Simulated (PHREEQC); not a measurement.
**Copper plating or etch bath (model solution)**

Make-up at 70 °C: 0.00098 mol/kgw CuSO4 and 4.8e-05 mol/kgw FeCl3. Closed to the air; pH follows from the charge balance.

Model: ion-association model, phreeqc.dat, run in PHREEQC.

This is a speciation only: nothing precipitates in the calculation.

Predict the pH, specific conductance, ionic strength.

pH 4.13; specific conductance 546 µS/cm; ionic strength 0.00358 mol/kgw.

In which forms is S present?

SO4-2 87 %, CuSO4 12 %, HSO4- 1.6 % of the S.

Examples of supersaturated solids here: Hematite (slow to form), Goethite (slow to form). Others may be too. Species that the database lacks are ignored. At this temperature some constants are extrapolated from 25 °C, and those without enthalpy data are left unchanged.
